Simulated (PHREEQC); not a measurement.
A PHREEQC speciation (ion-association model, phreeqc.dat) at 20 °C gives pH 2.39 and these molalities:

| species | mol/kgw |
|---|---|
| H+ | 0.00441 |
| SO4-2 | 0.00223 |
| HSO4- | 0.000607 |
| Mn+2 | 0.000221 |
| FeSO4+ | 0.000139 |
| MnSO4 | 3.93e-5 |
| Fe+3 | 1.72e-5 |
| FeOH+2 | 1.40e-5 |
| Fe(SO4)2- | 4.68e-6 |
| FeHSO4+2 | 2.01e-6 |
| Fe(OH)2+ | 7.19e-7 |
| Fe2(OH)2+4 | 1.36e-8 |

**Question.** What are the element totals, and what could have been dissolved in 1 kg of water to give them?

**Answer.** This is not unique; one that fits is totals Fe(3) 0.000178, Mn(2) 0.000260, S(6) 0.00303 mol/kgw, from 0.0025 mol H2SO4, 0.00026 mol MnSO4 and 8.9e-05 mol Fe2(SO4)3 per kg of water.

Precipitation was switched off in this run. Saturation is exceeded, for instance for Hematite (slow to form), Goethite (slow to form); the values hold only as long as no solid forms.
